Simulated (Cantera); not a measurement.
Mixture: C₃H₈ : O₂ : N₂ : H₂O = 1 : 3.57 : 13.4 : 2.1 (molar parts), at 3750 Torr, adiabatic and at constant pressure. Ignition delay is the time to a rise of 400 K.

Model: GRI-Mech 3.0 (53 species, 325 reactions), integrated in Cantera. GRI-Mech 3.0 was tuned for natural gas; its chemistry of propane as a main component is partial and can be far from experiment.

Question: Predict: delay at 1225 K; delay at 1425 K; delay at 1625 K; delay at 1825 K; delay at 2025 K; apparent activation energy between 1925 and 2125 K.

Answer: 
```json
{
  "delay at 1225 K": "1.86 ms",
  "delay at 1425 K": "84.2 µs",
  "delay at 1625 K": "11.6 µs",
  "delay at 1825 K": "3.52 µs",
  "delay at 2025 K": "1.69 µs",
  "apparent activation energy between 1925 and 2125 K": "100 kJ/mol"
}
```
